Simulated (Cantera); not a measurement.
Feed: 1 mol Si, 0.52 mol HCl, 1 mol H₂, held at 0.130 bar.

Method: chemical equilibrium by Gibbs-energy minimisation in Cantera with the NASA 1993 tables (ideal gas, pure condensed phases). Candidate condensed phases: Si; 19 gas species. The tables' values for SiCl₃ are old estimates; treat these amounts as uncertain. The numbers say what is thermodynamically allowed, not how fast it happens. All values below are at 1025 K.

Base state: H₂ 0.883, SiCl₄ 0.0678, SiHCl₃ 0.0244, HCl 0.0211, SiCl₃ 0.00171, SiH₂Cl₂ 0.000971, SiCl₂ 0.000902 (mole fractions); condensed: Si(s).

Task: What changes in the equilibrium state with this change: pressure from 0.130 bar to 21.0 bar?

Result: 
```csv
species,before,after
H₂,0.883,0.880
SiHCl₃,0.0244,0.0613
SiCl₄,0.0678,0.0427
HCl,0.0211,0.00527
SiH₃Cl,9.99e-6,0.000401
SiCl₂,0.000902,5.63e-5
SiH₂Cl₂,0.000971,0.00977
SiCl₃,0.00171,0.000340
"Si(s), mol",0.867,0.844
```
